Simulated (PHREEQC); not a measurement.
Solution (90 °C): 0.012 mol CuSO4 per kg of water. Closed to the air; pH follows from the charge balance.

Model: ion-association model, phreeqc.dat, run in PHREEQC.

pH: 4.27
ionic strength: 0.0311 mol/kgw
specific conductance: 4620 µS/cm

```csv
species,molality,activity,log γ
SO4-2,0.00773,0.00371,-0.319
Cu+2,0.00766,0.00381,-0.303
CuSO4,0.00414,0.00417,0.003
HSO4-,0.000128,0.000106,-0.082
Cu2(OH)2+2,9.46e-5,4.44e-5,-0.329
H+,6.24e-5,5.35e-5,-0.067
CuOH+,8.62e-7,7.12e-7,-0.083
Cu(OH)2,2.76e-8,2.78e-8,0.003
OH-,8.95e-9,7.36e-9,-0.085
```

This is a speciation only: nothing precipitates in the calculation. Complexes and solids missing from the database can't appear. Constants without temperature data keep their 25 °C values here.
